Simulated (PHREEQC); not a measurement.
Make-up at 20 °C: 0.27 mol CdCl2 per kg of water. Closed to the air; pH follows from the charge balance.

The numbers come from PHREEQC with the ion-association model, phreeqc.dat.

No solid was allowed to form.

Q: Predict the pH.

A: pH 5.24.

Q: In which forms is Cl present?

A: Cl- 39 %, CdCl+ 30 %, CdCl2 26 %, CdCl3- 4.8 % of the Cl.
